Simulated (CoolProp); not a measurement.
C2F6 (R116) along the isobar 1.75 MPa: density (kg/m³) from the reference equation and from simpler models built on Tc = 293.0 K, pc = 3.048 MPa, ω = 0.257; each cubic takes its own stable root.

The numbers come from the reference Helmholtz-energy equation of state, Lemmon 2006 in CoolProp. It is a short technical equation, of lower accuracy than the large ones.

```
T (K)   phase  reference
-----  ------  ---------
239.2  liquid       1396
246    liquid       1355
252.7  liquid       1311
259.4  liquid       1262
266.1  liquid       1205
272.8     gas      160.9
279.5     gas      147.1
286.2     gas      137.0
292.9     gas      129.1
```

**Question.** How far does each simpler model (van der Waals, Soave-Redlich-Kwong) lie from the reference over these 9 states: mean and median of the absolute difference, and the worst?

**Answer.** 
- van der Waals: mean 34.5 %, median 36.5 %, worst -87.3 % at 266.1 K and 1.75 MPa
- Soave-Redlich-Kwong: mean 5.0 %, median 6.4 %, worst -11.2 % at 266.1 K and 1.75 MPa

At some of these states van der Waals gives the other phase, because its saturation line lies elsewhere.
